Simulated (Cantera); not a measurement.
Charge: 1 mol Si, 0.58 mol CO₂, 1.2 mol H₂, held at 0.0110 bar.

Equilibrium computed with Cantera from the NASA thermochemical tables; the gas is ideal and each condensed phase is pure. Candidate condensed phases: C, C₆H₆, C₇H₈, C₈H₁₈, H₂O, Si, SiC, SiO₂; 123 gas species. Mutual solubility and eutectic melting of coexisting phases are not modelled. The tables hold silica as quartz up to 1696 K and as liquid above; real silica turns to tridymite and cristobalite and melts near 1996 K. Gases not in the tables: Si₂H₆ and higher silanes. Kinetics and transport are ignored.

Problem. Which condensed phases are stable at each of these points (T (°C)): 927, 1027, 1127, 1227, 1327, 1427, 1527, 1627, 1727, 1827, 1927?

Solution. 
```json
[
 {"T (°C)": "927", "condensed phases": "C(graphite) + SiC(s) + SiO₂(β-quartz)", "Si condensed (%)": "100.0"},
 {"T (°C)": "1027", "condensed phases": "C(graphite) + SiC(s) + SiO₂(β-quartz)", "Si condensed (%)": "100.0"},
 {"T (°C)": "1127", "condensed phases": "SiC(s) + SiO₂(β-quartz)", "Si condensed (%)": "99.9"},
 {"T (°C)": "1227", "condensed phases": "SiC(s) + SiO₂(β-quartz)", "Si condensed (%)": "98.5"},
 {"T (°C)": "1327", "condensed phases": "SiC(s) + SiO₂(β-quartz)", "Si condensed (%)": "82.0"},
 {"T (°C)": "1427", "condensed phases": "SiC(s)", "Si condensed (%)": "21.0"},
 {"T (°C)": "1527", "condensed phases": "SiC(s)", "Si condensed (%)": "21.0"},
 {"T (°C)": "1627", "condensed phases": "SiC(s)", "Si condensed (%)": "20.9"},
 {"T (°C)": "1727", "condensed phases": "SiC(s)", "Si condensed (%)": "20.5"},
 {"T (°C)": "1827", "condensed phases": "Si(l) + SiC(s)", "Si condensed (%)": "20.5"},
 {"T (°C)": "1927", "condensed phases": "Si(l) + SiC(s)", "Si condensed (%)": "26.0"}
]
```

From 927 °C to 1027 °C the condensed part is C(graphite) + SiC(s) + SiO₂(β-quartz). From 1127 °C to 1327 °C the condensed part is SiC(s) + SiO₂(β-quartz). From 1427 °C to 1727 °C the condensed part is SiC(s). From 1827 °C to 1927 °C the condensed part is Si(l) + SiC(s).
